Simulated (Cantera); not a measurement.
A Cantera script and its output.

```python
import numpy as np
import cantera as ct

gas = ct.Solution("gri30.yaml")
gas.TPX = 2073, 13332, {'NO': 1, 'N2': 4.3}
inlet = ct.Reservoir(gas, clone=True)

reactor = ct.IdealGasConstPressureReactor(gas, energy="off", clone=False)
exhaust = ct.Reservoir(gas, clone=True)
tau = [0.66, 0.34, 0.17, 0.089, 0.046, 0.023, 0.012, 0.0061, 0.0031, 0.0016, 0.00083][0]
for a, b in ((inlet, reactor), (reactor, exhaust)):
    ct.MassFlowController(a, b, mdot=lambda t: reactor.mass / tau)
net = ct.ReactorNet([reactor])
show = ['NO', 'N2O', 'O2', 'O', 'N2']

rows = []
print(f"{'tau/s':>10s}{'T/K':>9s}" + "".join(f"{s:>11s}" for s in show))
for tau in [0.66, 0.34, 0.17, 0.089, 0.046, 0.023, 0.012, 0.0061, 0.0031, 0.0016, 0.00083]:
    net.initial_time = 0.0
    net.advance(30 * tau)
    before = gas.X
    net.advance(40 * tau)
    drift = np.max(np.abs(gas.X - before) / (gas.X + 1e-9))
    rows.append([gas.T, *gas[show].X, drift])
    print(f"{tau:10.3e}{gas.T:9.1f}" + "".join(f"{x:11.3e}" for x in gas[show].X))
```

It prints:

```
     tau/s      T/K         NO        N2O         O2          O         N2
 6.600e-01   2073.0  1.552e-01  1.048e-05  1.646e-02  4.503e-04  8.278e-01
 3.400e-01   2073.0  1.723e-01  1.322e-05  7.991e-03  3.461e-04  8.194e-01
 1.700e-01   2073.0  1.811e-01  1.481e-05  3.616e-03  2.742e-04  8.150e-01
 8.900e-02   2073.0  1.850e-01  1.548e-05  1.707e-03  2.312e-04  8.131e-01
 4.600e-02   2073.0  1.869e-01  1.566e-05  7.719e-04  1.978e-04  8.121e-01
 2.300e-02   2073.0  1.878e-01  1.539e-05  3.097e-04  1.624e-04  8.117e-01
 1.200e-02   2073.0  1.883e-01  1.463e-05  1.140e-04  1.226e-04  8.115e-01
 6.100e-03   2073.0  1.885e-01  1.312e-05  3.290e-05  7.748e-05  8.114e-01
 3.100e-03   2073.0  1.886e-01  1.078e-05  7.929e-06  4.106e-05  8.113e-01
 1.600e-03   2073.0  1.886e-01  7.981e-06  1.839e-06  1.991e-05  8.113e-01
 8.300e-04   2073.0  1.887e-01  5.314e-06  4.323e-07  9.405e-06  8.113e-01
```

Model: GRI-Mech 3.0 (53 species, 325 reactions), integrated in Cantera.
